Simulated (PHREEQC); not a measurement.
Consider water at 25 °C and 50 atm with 0.018 mol/kgw MgCl2, 0.00023 mol/kgw NaF and 0.00039 mol/kgw NaCl. Closed to the air; pH follows from the charge balance.

Computed with PHREEQC (ion-association model, phreeqc.dat).

Problem. The ionic strength comes out as 0.0545 mol/kgw. What activity coefficients do Mg+2, Cl-, Na+, MgF+, F- get?

Solution. Mg+2 0.48, Cl- 0.81, Na+ 0.82, MgF+ 0.82, F- 0.81.

No solid was allowed to form. Under pressure, the constants of complexes without a molar volume in the database are unreliable.
